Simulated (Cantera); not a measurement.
## Chlorosilane synthesis and conversion: SiCl4 + HCl + H2

Charge: 1 mol SiCl4, 2.3 mol HCl, 3.2 mol H2, at 1002 °C.

Cantera equilibrium calculation (NASA polynomials, part measured and part estimated; ideal gas, pure solids and liquids). Candidate condensed phases: Si; 19 gas species. The tables' values for SiCl3 are old estimates; treat these amounts as uncertain. Equilibrium is a limit: real reactors are often held back by kinetics, nucleation or transport.

From 10000 Pa to 3000000 Pa nothing is condensed. The main Si-bearing gas is SiCl4 throughout.

```json
[
 {"P (Pa)": "10000", "x H2": "0.474", "x HCl": "0.374", "x SiCl4": "0.133", "x SiCl3": "0.00863"},
 {"P (Pa)": "31000", "x H2": "0.479", "x HCl": "0.368", "x SiCl4": "0.139", "x SiCl3": "0.00523"},
 {"P (Pa)": "98000", "x H2": "0.482", "x HCl": "0.365", "x SiCl4": "0.142", "x SiCl3": "0.00304"},
 {"P (Pa)": "310000", "x H2": "0.483", "x HCl": "0.363", "x SiCl4": "0.144", "x SiCl3": "0.00174"},
 {"P (Pa)": "960000", "x H2": "0.484", "x HCl": "0.363", "x SiCl4": "0.145", "x SiCl3": "0.000996"},
 {"P (Pa)": "3000000", "x H2": "0.484", "x HCl": "0.362", "x SiCl4": "0.145", "x SiCl3": "0.000566"}
]
```
x: gas mole fraction; nothing condenses.
